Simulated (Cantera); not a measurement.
Input: 1 mol K2SO4, 0.04 mol O2, 1.3 mol H2, equilibrated at 1300 K.

These are equilibrium values from Cantera (NASA tables, ideal gas, pure condensed phases), not measurements of a reactor. Candidate condensed phases: H2O, H2SO4, K, KOH, KO2, K2O, K2O2, K2S, K2SO4, S; 26 gas species. Mutual solubility and eutectic melting of coexisting phases are not modelled. Rates play no part.

Which condensed phases are stable at each of these points (P (Pa)): 10, 100, 1000, 10000, 100000, 1000000?


| P (Pa) | condensed phases | K condensed (%) |
|---|---|---|
| 10 | K2SO4(s) | 0.7 |
| 100 | K2SO4(s) | 50.5 |
| 1000 | K2S(l) + K2SO4(s) | 93.1 |
| 10000 | K2S(l) + K2SO4(s) | 98.1 |
| 100000 | K2S(l) + K2SO4(s) | 99.2 |
| 1000000 | K2S(l) + K2SO4(s) | 99.6 |

From 10.0 Pa to 100 Pa the condensed part is K2SO4(s). From 1000 Pa to 1000000 Pa the condensed part is K2S(l) + K2SO4(s).
